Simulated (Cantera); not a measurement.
Cantera run, input and output.

```python
import numpy as np
import cantera as ct

gas = ct.Solution("gri30.yaml")
gas.TPX = 1325, 230, {'H2': 0.016, 'O2': 1}
reactor = ct.IdealGasConstPressureReactor(gas, energy="off", clone=False)
net = ct.ReactorNet([reactor])
net.rtol, net.atol = 1e-08, 1e-18
show = ['H2', 'O2', 'OH', 'HO2', 'H2O2']
times = np.geomspace(4e-05, 20, 15)

steps = ct.SolutionArray(gas, extra=["t"])
rows = []
print(f"{'t/s':>10s}{'T/K':>9s}{'P/Pa':>11s}" + "".join(f"{s:>11s}" for s in show))
for t in times:
    while net.time < t:
        t_next = net.step()
        steps.append(gas.state, t=t_next)
    rows.append([np.interp(t, steps.t, y) for y in (steps.T, steps.P, *steps(*show).X.T)])
    print(f"{t:10.3e}{rows[-1][0]:9.1f}{rows[-1][1]:11.4g}" + "".join(f"{x:11.3e}" for x in rows[-1][2:]))
rate = np.gradient(steps.T, steps.t)
print("integrator steps:", len(steps.t))
if steps.T.max() > steps.T[0] + 200:
    print(f"time of steepest temperature rise: {steps.t[rate.argmax()]:.4e} s")
gas.TPX = 1325, 230, {'H2': 0.016, 'O2': 1}
gas.equilibrate("TP")
print(f"equilibrium (TP): T = {gas.T:.1f} K  " + "  ".join(f"{s} {gas[s].X[0]:.3e}" for s in show))
```

It prints:

```
       t/s      T/K       P/Pa         H2         O2         OH        HO2       H2O2
 4.000e-05   1325.0        230  1.575e-02  9.843e-01  1.030e-10  8.342e-10  9.978e-15
 1.021e-04   1325.0        230  1.575e-02  9.843e-01  5.835e-10  2.130e-09  6.482e-14
 2.607e-04   1325.0        230  1.575e-02  9.843e-01  2.826e-09  5.437e-09  4.205e-13
 6.657e-04   1325.0        230  1.575e-02  9.843e-01  1.129e-08  1.388e-08  2.716e-12
 1.700e-03   1325.0        230  1.575e-02  9.843e-01  4.671e-08  3.542e-08  1.731e-11
 4.339e-03   1325.0        230  1.575e-02  9.843e-01  3.929e-07  9.032e-08  1.066e-10
 1.108e-02   1325.0        230  1.566e-02  9.842e-01  4.080e-05  2.261e-07  5.908e-10
 2.828e-02   1325.0        230  3.808e-04  9.699e-01  2.290e-03  1.767e-07  6.181e-09
 7.221e-02   1325.0        230  9.741e-05  9.695e-01  1.727e-03  1.459e-07  3.824e-09
 1.844e-01   1325.0        230  9.587e-05  9.698e-01  1.713e-03  1.449e-07  3.813e-09
 4.707e-01   1325.0        230  9.211e-05  9.704e-01  1.680e-03  1.423e-07  3.786e-09
 1.202e+00   1325.0        230  8.337e-05  9.717e-01  1.599e-03  1.360e-07  3.713e-09
 3.068e+00   1325.0        230  6.570e-05  9.744e-01  1.421e-03  1.217e-07  3.522e-09
 7.834e+00   1325.0        230  3.918e-05  9.783e-01  1.100e-03  9.409e-08  3.050e-09
 2.000e+01   1325.0        230  1.536e-05  9.818e-01  6.900e-04  5.623e-08  2.161e-09
integrator steps: 781
equilibrium (TP): T = 1325.0 K  H2 4.500e-08  O2 9.841e-01  OH 3.743e-05  HO2 1.313e-08  H2O2 4.992e-11
```

Model: GRI-Mech 3.0 (53 species, 325 reactions), integrated in Cantera. Radical loss at walls, strong at low pressure, is not modelled.
